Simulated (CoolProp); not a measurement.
Model: reference Helmholtz-energy equation of state, Span 2003, in CoolProp. It is a short technical equation, of lower accuracy than the large ones.

### Question
For n-heptane, give the phase and the cv (kJ/(kg K)), Joule-Thomson coefficient (K/MPa), expansivity (1/kK), conductivity (mW/(m K)) at 326.85 °C and 64.7 bar; 326.85 °C and 102 bar.

### Answer
- 326.85 °C and 64.7 bar: supercritical; cv 2.92, Joule-Thomson coefficient 3.03, expansivity 7.70, conductivity 67.5
- 326.85 °C and 102 bar: supercritical; cv 2.90, Joule-Thomson coefficient 0.835, expansivity 3.55, conductivity 75.3

Thermal conductivity comes from a separate model (Assael 2013).
